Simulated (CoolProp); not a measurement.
The fluid at 293.15 K and 0.0501 MPa is compressed adiabatically to 0.125 MPa with isentropic efficiency 1. The same conditions are run with several fluids, on thermodynamics alone (safety and materials aside).

Computed with CoolProp (reference Helmholtz-energy equation of state of each fluid (neopentane: Lemmon 2006; hydrogen chloride: Thol 2018; n-perfluorobutane: Gao 2022; normal hydrogen: Leachman 2009)).

| fluid | work (kJ/kg) | final temperature (K) | final density (kg/m³) |
|---|---|---|---|
| neopentane | 31.0 | 312.9 | 3.61 |
| hydrogen chloride | 69.6 | 380.6 | 1.45 |
| n-perfluorobutane | 9.29 | 304.8 | 12.2 |
| normal hydrogen | 1260 | 381.0 | 0.0795 |
